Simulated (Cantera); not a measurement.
A perfectly stirred reactor is fed with NH₃ : H₂ = 1 : 0.47 (molar parts), at 170000 Pa; it is held at 1250 K, and followed from long to short residence time.

Cantera simulation using the gas-phase N/H chemistry of the illustrative SiF4/NH3 mechanism in the Surface Chemkin manual (1991); the numbers are that mechanism's predictions, not measurements. Walls and surfaces, which speed up NH3 decomposition in real reactors, are not modelled.

### Question
What does this change do: temperature 1250 to 2300 K?

### Answer
```json
[
 {"quantity": "x(NH₃) at τ = 2.90 s", "before": "0.680", "after": "0.000855"},
 {"quantity": "x(H₂) at τ = 2.90 s", "before": "0.320", "after": "0.791"},
 {"quantity": "x(H) at τ = 2.90 s", "before": "2.07e-7", "after": "0.00656"},
 {"quantity": "x(N₂) at τ = 2.90 s", "before": "1.51e-5", "after": "0.201"},
 {"quantity": "x(N) at τ = 2.90 s", "before": "<1e-12", "after": "1.56e-6"},
 {"quantity": "x(NH₃) at τ = 0.160 s", "before": "0.680", "after": "0.00493"},
 {"quantity": "x(H₂) at τ = 0.160 s", "before": "0.320", "after": "0.789"},
 {"quantity": "x(H) at τ = 0.160 s", "before": "1.94e-7", "after": "0.00546"},
 {"quantity": "x(N₂) at τ = 0.160 s", "before": "7.29e-7", "after": "0.200"},
 {"quantity": "x(N) at τ = 0.160 s", "before": "<1e-12", "after": "5.19e-6"}
]
```
